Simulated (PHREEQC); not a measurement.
0.019 g of hydrous ferric oxide (600 m²/g; 0.2 weak and 0.005 strong sites per Fe, Dzombak-Morel constants, diffuse double layer) in 1 kg of water with 0.3 mol/kgw of an inert sodium salt and 0.012 mmol/kgw ZnSO4 and 6e-05 mmol/kgw BaCl2, at 25 °C; the pH is set by adding NaOH or the inert anion's acid. Oxygen alone is held at its pressure in air (log pO2 = -0.68). The system is closed to CO2. Precipitation was switched off in this run.

The series has 17 steps of pH, from 3 to 9.

Model: ion-association model, wateq4f.dat, run in PHREEQC.

Q: Near which pH is half of the Zn sorbed, and on which side is more sorbed?

A: Near pH 7.6, with more sorbed at higher pH.

Q: At which pH does the surface charge pass through zero?

A: Near pH 8.7.

The oxide is taken as insoluble; below pH 4 it would dissolve.
